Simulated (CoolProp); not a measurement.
A closed Brayton cycle with carbon dioxide: compressor inlet 328.15 K and 8.6 MPa, high pressure 29.1 MPa, turbine inlet 815 K, compressor efficiency 0.85, turbine efficiency 0.93, recuperator effectiveness 0.9 (on enthalpy, no pinch check). Each further row changes one setting.

Model: reference Helmholtz-energy equation of state, Span 1996, in CoolProp.

```csv
case,thermal efficiency (%),net work (kJ/kg),compressor to turbine work,compressor exit (K),turbine exit (K)
as stated,34.2,92.7,0.42,431.3,666.9
turbine inlet 765 K,31.9,81.1,(withheld),431.3,(withheld)
compressor inlet 338.15 K,32.7,(withheld),(withheld),(withheld),666.9
high pressure 24.7 MPa,33.8,84.4,0.40,(withheld),686.1
recuperator effectiveness 0.5,(withheld),92.7,0.42,431.3,666.9
```

**Question.** Fill in the missing entries.

**Answer.** 
- turbine inlet 765 K, compressor to turbine work: 0.45
- turbine inlet 765 K, turbine exit (K): 622.2
- compressor inlet 338.15 K, net work (kJ/kg): 84.9
- compressor inlet 338.15 K, compressor to turbine work: 0.47
- compressor inlet 338.15 K, compressor exit (K): 449.0
- high pressure 24.7 MPa, compressor exit (K): 416.9
- recuperator effectiveness 0.5, thermal efficiency (%): 24.5
